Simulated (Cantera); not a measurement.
Charge: 1 mol V, 1.2 mol O₂, 23 mol N₂, at 133 Pa.

These are equilibrium values from Cantera (NASA tables, ideal gas, pure condensed phases), not measurements of a reactor. Candidate condensed phases: V, VN, VO, V₂O₃, V₂O₄, V₂O₅; 13 gas species. Condensed phases not in the tables: the oxides between V₂O₃ and V₂O₅ other than VO₂. Rates play no part.

At 1123 K, list the 3 most abundant gas species with their mole fractions, and the condensed phases.

N₂ 0.991, O₂ 0.00861, NO 2.37e-5. Condensed: V₂O₄(s).
